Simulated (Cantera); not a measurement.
A closed system holds: 1 mol SiHCl3, 0.3 mol CH4, 2.6 mol H2, equilibrated at 1048.15 K.

Equilibrium computed with Cantera from the NASA thermochemical tables; the gas is ideal and each condensed phase is pure. Candidate condensed phases: C, C6H6, C7H8, C8H18, Si, SiC; 109 gas species. The tables' values for SiCl3 are old estimates; treat these amounts as uncertain. Kinetics and transport are ignored.

Task: At 1.65 Torr, list the 4 most abundant gas species with their mole fractions, and the condensed phases.

Result: H2 0.761, SiCl4 0.122, HCl 0.0856, SiHCl3 0.0112. Condensed: SiC(s).
